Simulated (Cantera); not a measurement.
Charge: 1 mol SiH2Cl2, 2 mol N2O, 72 mol N2, equilibrated at 1773 K and 7.50 Torr.

Method: chemical equilibrium by Gibbs-energy minimisation in Cantera with the NASA 1993 tables (ideal gas, pure condensed phases). Candidate condensed phases: H2O, NH4Cl, Si, SiO2, Si2N2O, Si3N4; 47 gas species. The tables hold silica as quartz up to 1696 K and as liquid above; real silica turns to tridymite and cristobalite and melts near 1996 K. The numbers say what is thermodynamically allowed, not how fast it happens.

Base state: N2 0.972, HCl 0.0242, Cl 0.00203, H2 0.000683, SiO 0.000298, H2O 0.000294, H 7.43e-5 (mole fractions); condensed: SiO2(condensed).

Problem. What changes in the equilibrium state with this change: pressure from 7.50 Torr to 0.383 Torr?

Solution. 
```tsv
species	before	after
N2	0.972	0.969
HCl	0.0242	0.0203
Cl	0.00203	0.00591
SiO	0.000298	0.00171
O	1.69e-7	1.13e-5
OH	1.99e-6	3.81e-5
NO	1.65e-6	2.49e-5
H	7.43e-5	0.000418
H2O	0.000294	0.00162
SiO2(condensed), mol	0.977	0.869
```

Problem. What changes in the equilibrium state with this change: temperature from 1773 K to 1098.15 K?

Solution. 
| species | before | after |
|---|---|---|
| N2 | 0.972 | 0.974 |
| HCl | 0.0242 | 0.0263 |
| Cl | 0.00203 | 4.04e-6 |
| SiO | 0.000298 | <1e-9 |
| H | 7.43e-5 | <1e-9 |
| H2O | 0.000294 | 5.51e-7 |
| H2 | 0.000683 | 2.10e-6 |
| SiO2(condensed), mol | 0.977 | 0 |
| SiO2(β-quartz), mol | 0 | 1.000 |
